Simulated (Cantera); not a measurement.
A freely propagating, adiabatic, planar premixed flame of 12.4 % CH4, 24.8 % O2, 62.9 % N2, equivalence ratio 1.0, unburnt at 575 K and 218 Torr; mixture-averaged transport, grid criteria slope 0.08 and curve 0.16, no radiation.

Computed with Cantera and GRI-Mech 3.0 (53 species, 325 reactions). Burning velocities carry a grid error of a few per cent, more on coarse grids.

x: mole fraction of selected species; z is measured from the peak of heat release.

| z (mm) | T (K) | u (m/s) | x CH4 | x O2 | x CH2O | x CO | x H2O | x C2H4 |
|---|---|---|---|---|---|---|---|---|
| -2.11 | 575 | 2.35 | 0.124 | 0.247 | 3.67e-8 | 3.73e-7 | 6.12e-6 | <1e-8 |
| -1.41 | 576 | 2.36 | 0.123 | 0.247 | 1.09e-6 | 9.14e-6 | 0.000105 | 3.49e-8 |
| -1.06 | 579 | 2.38 | 0.123 | 0.246 | … | … | … | … |
| -0.703 | 627 | 2.60 | 0.118 | 0.241 | 8.14e-5 | 0.00121 | 0.00641 | 1.06e-5 |
| -0.352 | 1037 | 4.40 | 0.0873 | 0.206 | 0.000812 | 0.0173 | 0.0519 | 0.000254 |
| -0.176 | 1490 | 6.44 | 0.0479 | 0.156 | 0.00162 | 0.0432 | 0.104 | 0.000663 |
| 0 | 1906 | 8.35 | 0.0134 | 0.0986 | 0.00124 | 0.0706 | 0.154 | 0.000456 |
| 0.176 | 2095 | 9.23 | 0.00170 | 0.0613 | 0.000351 | 0.0777 | 0.181 | 5.25e-5 |
| 0.352 | 2140 | 9.42 | … | … | … | … | 0.189 | … |
| 0.703 | 2165 | 9.49 | 4.91e-7 | 0.0358 | 1.71e-7 | 0.0586 | 0.190 | <1e-8 |
| 1.41 | 2193 | 9.57 | <1e-8 | 0.0327 | <1e-8 | 0.0505 | 0.188 | <1e-8 |
| 2.81 | 2232 | 9.70 | <1e-8 | 0.0312 | <1e-8 | 0.0480 | 0.190 | <1e-8 |
| 5.63 | 2290 | 9.91 | <1e-8 | 0.0295 | <1e-8 | 0.0466 | 0.194 | <1e-8 |

**Question.** Fill in the missing entries.

**Answer.** 
- -1.06, x CH2O: 8.56e-6
- -1.06, x CO: 7.64e-5
- -1.06, x H2O: 0.000659
- -1.06, x C2H4: 3.98e-7
- 0.352, x CH4: 0.000124
- 0.352, x O2: 0.0449
- 0.352, x CH2O: 3.76e-5
- 0.352, x CO: 0.0709
- 0.352, x C2H4: 1.80e-6
